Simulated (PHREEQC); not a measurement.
Solution (25 °C): 0.024 mol/kgw HF, 0.00076 mol/kgw NH4HF2 and 0.0048 mol/kgw HCl. Closed to the air; pH follows from the charge balance.

The numbers come from PHREEQC with the ion-association model, phreeqc.dat.

Each row changes one thing in this solution. No solid was allowed to form.

```
case                               pH  ionic strength (mol/kgw)  HF (mol/kgw)  F- (mol/kgw)  HF2- (mol/kgw)  NH3 (mol/kgw)
------------------------------  -----  ------------------------  ------------  ------------  --------------  -------------
as made                          2.20                   0.00763        0.0225       0.00260        0.000224       6.21e-11
0.047 mol/kgw NH3 added          9.08                    0.0303       2.64e-8        0.0255         2.59e-9         0.0174
diluted 10-fold with water          …                   0.00139             …      0.000903         5.67e-6       3.29e-11
HF from 0.024 to 0.048 mol/kgw      …                   0.00955             …             …        0.000687       4.83e-11
0.043 mol/kgw Na3PO4 added      11.15                     0.188      1.80e-10        0.0246        1.68e-11       0.000746
```

Task: Complete the blanks.

Result: 
- diluted 10-fold with water, pH: 2.90
- diluted 10-fold with water, HF (mol/kgw): 0.00164
- HF from 0.024 to 0.048 mol/kgw, pH: 2.10
- HF from 0.024 to 0.048 mol/kgw, HF (mol/kgw): 0.0441
- HF from 0.024 to 0.048 mol/kgw, F- (mol/kgw): 0.00406
